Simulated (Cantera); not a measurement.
What does this Cantera script print?

```python
import numpy as np
import cantera as ct

gas = ct.Solution("gri30.yaml")
gas.TPX = 1150, 250, {'H2': 0.14, 'O2': 1}
inlet = ct.Reservoir(gas, clone=True)

reactor = ct.IdealGasConstPressureReactor(gas, energy="off", clone=False)
exhaust = ct.Reservoir(gas, clone=True)
tau = [0.76, 0.27, 0.093, 0.032, 0.011, 0.0039, 0.0014][0]
for a, b in ((inlet, reactor), (reactor, exhaust)):
    ct.MassFlowController(a, b, mdot=lambda t: reactor.mass / tau)
net = ct.ReactorNet([reactor])
show = ['H2', 'O2', 'H2O', 'H', 'HO2']

rows = []
print(f"{'tau/s':>10s}{'T/K':>9s}" + "".join(f"{s:>11s}" for s in show))
for tau in [0.76, 0.27, 0.093, 0.032, 0.011, 0.0039, 0.0014]:
    net.initial_time = 0.0
    net.advance(30 * tau)
    before = gas.X
    net.advance(40 * tau)
    drift = np.max(np.abs(gas.X - before) / (gas.X + 1e-9))
    rows.append([gas.T, *gas[show].X, drift])
    print(f"{tau:10.3e}{gas.T:9.1f}" + "".join(f"{x:11.3e}" for x in gas[show].X))
```

Result:

```
     tau/s      T/K         H2         O2        H2O          H        HO2
 7.600e-01   1150.0  2.165e-03  8.410e-01  1.187e-01  1.013e-02  1.374e-06
 2.700e-01   1150.0  3.419e-03  8.252e-01  1.105e-01  1.935e-02  1.419e-06
 9.300e-02   1150.0  5.128e-03  8.120e-01  1.019e-01  2.896e-02  1.412e-06
 3.200e-02   1150.0  8.279e-03  8.074e-01  9.418e-02  3.526e-02  1.400e-06
 1.100e-02   1150.0  1.570e-02  8.112e-01  8.450e-02  3.779e-02  1.374e-06
 3.900e-03   1150.0  3.254e-02  8.226e-01  6.862e-02  3.468e-02  1.286e-06
 1.400e-03   1150.0  6.800e-02  8.442e-01  4.030e-02  2.166e-02  1.054e-06
```

Model: GRI-Mech 3.0 (53 species, 325 reactions), integrated in Cantera. Radical loss at walls, strong at low pressure, is not modelled. The temperature is held fixed by assumption; the heat of reaction is taken as removed at once.
